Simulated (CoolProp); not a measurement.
Computed with CoolProp (reference Helmholtz-energy equation of state, Penoncello 2003).

**Question.** Give the vapour pressure (MPa), liquid density (kg/m³), vapour density (kg/m³), surface tension (mN/m) of saturated CHF3 (R23) at 241, 252.7 K.

**Answer.** 
```tsv
T (K)	p (MPa)	liquid density (kg/m³)	vapour density (kg/m³)	surface tension (mN/m)
241	0.936	1230	39.8	7.79
252.7	1.38	1170	59.6	5.85
```

Surface tension comes from a separate correlation (Mulero 2012).
